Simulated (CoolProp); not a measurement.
Model: reference Helmholtz-energy equation of state, Kamei 1995, in CoolProp.

Question: For R22, give the phase and the Joule-Thomson coefficient (K/MPa), viscosity (µPa s), conductivity (mW/(m K)) at 404.1 K and 0.162 MPa.

Answer: 
- 404.1 K and 0.162 MPa: gas; Joule-Thomson coefficient 9.01, viscosity 18.6, conductivity 19.3

Viscosity comes from a separate model (Bell 2016), an estimate that may be off by 10 % or more. Thermal conductivity comes from a separate model (McLinden 2000), an estimate that may be off by 10 % or more.
